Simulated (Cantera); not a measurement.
Cantera run:

```python
import numpy as np
import cantera as ct

gas_names = [...]  # 113 gases of nasa_gas.yaml made of C, H, O, Pb
cond_names = """
    C(gr) C6H6(L) C7H8(L) C8H18(L),n-octa H2O(s) H2O(L) Pb(cr) Pb(L) PbO(rd) PbO(yw) PbO(L) PbO2(s)
    Pb3O4(s)
""".split()


# ... load() reads the species with a 1 bar reference pressure and builds the phases ...
atoms = {
    'PbO': {'Pb': 1, 'O': 1},
    'CO': {'C': 1, 'O': 1},
    'H2': {'H': 2},
    'O2': {'O': 2},
}
top_T = {'C(gr)': 4500, 'Pb3O4(s)': 820}  # K; cautious upper limits of use, not melting points


# ... equilibrate(T, P, feed) seeds the gas with the atoms and calls Mixture.equilibrate('TP', solver="vcs", rtol=1e-11, max_steps=5000) ...
results = []
feed = {'PbO': 1, 'CO': 0.081, 'H2': 50, 'O2': 0.11}  # mol
P = 55  # Pa
for T in [873, 948, 1023, 1098, 1173, 1248, 1323, 1398, 1473, 1548, 1623]:
    mix = equilibrate(T, P, feed)
    results.append((T, P, feed, dict(zip(mix.species_names, mix.species_moles))))

top = {s: max(r[3][s] / sum(r[3][g] for g in gas_names) for r in results) for s in gas_names}
cols = sorted((s for s in top if top[s] > 0.001), key=lambda s: -top[s])[:9]
seen = [c for c in cond_names if any(r[3].get(c, 0) > 1e-12 for r in results)]
print("log10 of partial pressures in bar; condensed amounts in mol")
print(f"{'T/K':>10s}" + "".join(f"{s[:9]:>10s}" for s in cols + seen))
for T, P, feed, n in results:
    ng = sum(n[g] for g in gas_names)
    print(f"{T:10.4g}" + "".join(f"{np.log10(max(n[s] / ng * P / 1e5, 1e-99)):10.3f}" for s in cols)
          + "".join(f"{n.get(c, 0):10.4g}" for c in seen))
```

Output:

```
log10 of partial pressures in bar; condensed amounts in mol
       T/K        H2       H2O        Pb         H        CO     Pb(L)
       873    -3.272    -4.875    -6.197   -11.966    -6.079     0.942
       948    -3.275    -4.878    -5.320   -10.918    -6.074    0.5601
      1023    -3.280    -4.882    -4.968   -10.023    -6.073         0
      1098    -3.280    -4.882    -4.968    -9.247    -6.070         0
      1173    -3.280    -4.882    -4.968    -8.568    -6.068         0
      1248    -3.280    -4.882    -4.968    -7.971    -6.066         0
      1323    -3.280    -4.882    -4.968    -7.440    -6.065         0
      1398    -3.280    -4.882    -4.968    -6.965    -6.064         0
      1473    -3.280    -4.882    -4.968    -6.538    -6.064         0
      1548    -3.280    -4.882    -4.968    -6.152    -6.064         0
      1623    -3.281    -4.882    -4.969    -5.801    -6.064         0
```

These are equilibrium values from Cantera (NASA tables, ideal gas, pure condensed phases), not measurements of a reactor.
